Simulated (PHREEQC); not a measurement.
A PHREEQC input (ion-association model, wateq4f.dat):

```
SOLUTION 1
  temp 298.15
  units mg/L
  pH 6.02
  pe 10.4
  Na 4.81
  K 1.51
  Ca 3.91
  Mg 3.7
  Cl 17.6
  S(6) 5.99 as SO4
  Alkalinity 9.12 as HCO3
  Ba 0.153
END
USE solution 1
EQUILIBRIUM_PHASES 1
  Gypsum 0 0
  CO2(g) -2.5 10
END
```

It stops with these messages:

```
WARNING: Maximum iterations exceeded, 100
WARNING: Maximum iterations exceeded, 100
WARNING: The program has failed to converge to a numerical solution.
ERROR:           Alkalinity has not converged. Total: 1.494684e-04	Calculated: -1.075688e-05	Residual: 1.602253e-04
ERROR: Is non-carbonate alkalinity greater than total alkalinity?
ERROR:                   Ba has not converged. Total: 1.114076e-06	Calculated: 5.844742e-07	Residual: 5.296015e-07
ERROR:                   Ca has not converged. Total: 9.755946e-05	Calculated: 6.156885e-06	Residual: 9.140257e-05
ERROR:                   Cl has not converged. Total: 4.964551e-04	Calculated: 5.215325e-04	Residual: -2.507742e-05
ERROR:                    K has not converged. Total: 3.861876e-05	Calculated: 4.061883e-05	Residual: -2.000070e-06
ERROR:                   Mg has not converged. Total: 1.521953e-04	Calculated: 4.435386e-05	Residual: 1.078415e-04
ERROR:                   Na has not converged. Total: 2.092330e-04	Calculated: 2.105696e-04	Residual: -1.336566e-06
ERROR:                 S(6) has not converged. Total: 6.235718e-05	Calculated: 4.195196e-05	Residual: 2.040523e-05
ERROR:               A(H2O) Activity of water has not converged. 	Residual: 1.600001e+01
ERROR: Model failed to converge for initial solution  1.
```

Find the cause and the fix.

The fault: the temperature typed in kelvin. The line should read `temp 25` where the input has `temp 298.15`. With the mend the run ends at pH 6.48 and ionic strength 0.00106 mol/kgw.
